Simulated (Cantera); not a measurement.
A Cantera script and what it prints.

```python
import numpy as np
import cantera as ct

gas_names = """
    TiCL4 CCL4
""".split()
cond_names = """
    TiC(s) TiC(L) Ti(a) Ti(b) Ti(L)
""".split()


def load(file, names, dense=False):
    # The tables refer to 1 bar. Condensed volumes are neglected.
    table = {s.name: s for s in ct.Species.list_from_file(file)}
    out = []
    for n in names:
        d = dict(table[n].input_data)
        d["thermo"] = dict(d["thermo"], **{"reference-pressure": 1e5})
        if dense:
            d["equation-of-state"] = {"model": "constant-volume", "density": "1e6 g/cm^3"}
        out.append(ct.Species.from_dict(d))
    return out


species = {s.name: s for s in load("nasa_gas.yaml", gas_names) + load("nasa_condensed.yaml", cond_names)}
# Each term lists the table entries of one substance; the one whose range holds T is used.
reactions = {
    'TiCl4(g) + TiC = CCl4(g) + 2 Ti':
        [(-1, ['TiCL4']), (-1, ['TiC(s)', 'TiC(L)']), (1, ['CCL4']), (2, ['Ti(a)', 'Ti(b)', 'Ti(L)'])],
}


def pick(names, T):
    return next(species[n] for n in names if species[n].thermo.min_temp <= T <= species[n].thermo.max_temp)


results = []
for label, terms in reactions.items():
    print(label)
    print("     T/K   dH/kJ  dS/(J/K)   dG/kJ   log10 K")
    for T in [1950, 1975, 2000, 2025, 2050, 2075, 2100, 2125, 2150, 2175]:
        used = [(nu, pick(names, T)) for nu, names in terms]
        dH = sum(nu * s.thermo.h(T) for nu, s in used) / 1e6
        dS = sum(nu * s.thermo.s(T) for nu, s in used) / 1e3
        dG = dH - T * dS / 1e3
        logK = -dG * 1e6 / (ct.gas_constant * T * np.log(10))
        results.append((label, T, dH, dS, dG, logK, [s.name for _, s in used]))
        print(f"{T:8g} {dH:8.1f} {dS:8.1f} {dG:8.1f} {logK:8.2f}")
```

Output:

```
TiCl4(g) + TiC = CCl4(g) + 2 Ti
     T/K   dH/kJ  dS/(J/K)   dG/kJ   log10 K
    1950    905.3     29.3    848.2   -22.72
    1975    906.1     29.7    847.5   -22.41
    2000    907.0     30.1    846.7   -22.11
    2025    907.8     30.6    846.0   -21.82
    2050    908.7     31.0    845.2   -21.54
    2075    909.5     31.4    844.4   -21.26
    2100    910.3     31.8    843.6   -20.98
    2125    911.2     32.2    842.8   -20.72
    2150    912.0     32.5    842.0   -20.46
    2175    912.8     32.9    841.2   -20.20
```

Cantera with NASA thermochemical tables; ideal gases at 1 bar, condensed phases pure. TiC: taken at fixed stoichiometry. Condensed species are held in their standard states even where they would react or evaporate.
